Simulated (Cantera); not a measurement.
A freely propagating, adiabatic, planar premixed flame of H2 : O2 : N2 = 1 : 0.549 : 2.07 (molar parts), equivalence ratio 0.91, unburnt at 348 K and 3.55 atm; mixture-averaged transport, grid criteria slope 0.08 and curve 0.16, no radiation.

Model: the H2/O2 subset of GRI-Mech 3.0, which has no nitrogen chemistry, integrated in Cantera. The hydrogen kinetics of GRI-Mech 3.0 are dated; newer H2 mechanisms differ, most at raised pressure. Burning velocities carry a grid error of a few per cent, more on coarse grids.

**Question.** What does this change do: inlet temperature 348 to 450 K?

**Answer.** 
| quantity | before | after |
|---|---|---|
| laminar burning velocity | 222 cm/s | 364 cm/s |
| thermal thickness | 0.0751 mm | 0.0795 mm |
| peak x(H2O2) | 0.000144 | 0.000104 |
| peak x(H) | 0.0192 | 0.0243 |
| peak x(HO2) | 0.000930 | 0.000884 |
| peak x(O) | 0.00685 | 0.00827 |

**Question.** What does this change do: inlet temperature 348 to 400 K?

**Answer.** 
```
quantity                     before      after
------------------------  ---------  ---------
laminar burning velocity   222 cm/s   289 cm/s
thermal thickness         0.0751 mm  0.0772 mm
peak x(H2O2)               0.000144   0.000124
peak x(H)                    0.0192     0.0216
peak x(HO2)                0.000930   0.000911
peak x(O)                   0.00685    0.00757
```
